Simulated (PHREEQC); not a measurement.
1 kg of water holding 0.19 mol NaCl, 0.32 mol NaBr and 0.004 mol MgBr2 is evaporated at 25 °C; the solids stay in contact with the brine. No CO2 enters from the air. The run lets Bischofite, Brucite, Halite, MgCl2_4H2O precipitate or redissolve, and no other solid.

The numbers come from PHREEQC with the Pitzer model, pitzer.dat.

```csv
water left (kg),ionic strength,water activity,Cl in solution (mol/kgw),Na in solution (mol/kgw),Br in solution (mol/kgw)
1,0.522,0.983,0.190,0.510,0.328
0.8219,0.635,___,0.231,0.621,0.399
0.6755,0.773,___,0.281,0.755,0.486
0.5552,0.940,___,0.342,0.919,0.591
0.4563,1.14,___,0.416,1.12,0.719
0.375,1.39,___,0.507,1.36,0.875
0.3082,1.69,___,0.616,1.65,1.06
0.2533,2.06,0.928,0.750,2.01,1.29
0.2082,2.51,___,0.913,2.45,1.58
0.1711,3.05,___,1.11,2.98,1.92
0.1407,3.71,0.859,1.35,3.63,2.33
0.1156,4.52,0.822,1.64,4.41,2.84
0.09502,5.49,0.774,2.00,5.37,3.45
```

**Question.** Complete the blanks.

**Answer.** 
- 0.8219, water activity: 0.979
- 0.6755, water activity: 0.974
- 0.5552, water activity: 0.969
- 0.4563, water activity: 0.962
- 0.375, water activity: 0.953
- 0.3082, water activity: 0.942
- 0.2082, water activity: 0.911
- 0.1711, water activity: 0.888
